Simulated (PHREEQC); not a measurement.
Solution (41 °C): 0.024 mol/kgw HCl and 0.13 mol/kgw MnSO4. Closed to the air; pH follows from the charge balance.

The numbers come from PHREEQC with the ion-association model, wateq4f.dat.

### Question
The ionic strength comes out as 0.267 mol/kgw. What activity coefficients do H+, Mn+2, HSO4-, SO4-2, Cl- get?

### Answer
H+ 0.78, Mn+2 0.29, HSO4- 0.70, SO4-2 0.25, Cl- 0.68.

Precipitation was switched off in this run. Complexes and solids missing from the database can't appear. Constants without temperature data keep their 25 °C values here.
